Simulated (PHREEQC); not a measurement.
Solution (25 °C): 0.0072 mol/kgw ZnCl2 and 5.2e-05 mol/kgw RbOH. Closed to the air; pH follows from the charge balance.

Model: ion-association model, wateq4f.dat, run in PHREEQC.

Precipitation was switched off in this run.

**Question.** What pH does the model give?

**Answer.** pH 6.84.

**Question.** In which forms is Cl present?

**Answer.** Cl- 99 %, ZnCl+ 1.1 % of the Cl.

Examples of supersaturated solids here: Zn5(OH)8Cl2, Zincite(c) (slow to form). Others may be too. Species that the database lacks are ignored.
